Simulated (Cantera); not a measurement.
Feed: 1 mol TiCl4, 3.7 mol O2, equilibrated at 0.133 bar.

Equilibrium computed with Cantera from the NASA thermochemical tables; the gas is ideal and each condensed phase is pure. Candidate condensed phases: Ti, TiCl2, TiCl3, TiCl4, TiO, TiO2, Ti2O3, Ti3O5, Ti4O7; 15 gas species. Kinetics and transport are ignored.

Which condensed phases are stable at each of these points (T (K)): 1850, 1875, 1900, 1925, 1950, 1975, 2000, 2025, 2050, 2075, 2100, 2125, 2150, 2175?


```csv
T (K),condensed phases,Ti condensed (%)
1850,TiO2(rutile),99.8
1875,TiO2(rutile),99.8
1900,TiO2(rutile),99.8
1925,TiO2(rutile),99.8
1950,TiO2(rutile),99.8
1975,TiO2(rutile),99.8
2000,TiO2(rutile),99.8
2025,TiO2(rutile),99.8
2050,TiO2(rutile),99.7
2075,TiO2(rutile),99.7
2100,TiO2(rutile),99.7
2125,TiO2(rutile),99.7
2150,TiO2(l),99.7
2175,TiO2(l),99.7
```

From 1850 K to 2125 K the condensed part is TiO2(rutile). From 2150 K to 2175 K the condensed part is TiO2(l).
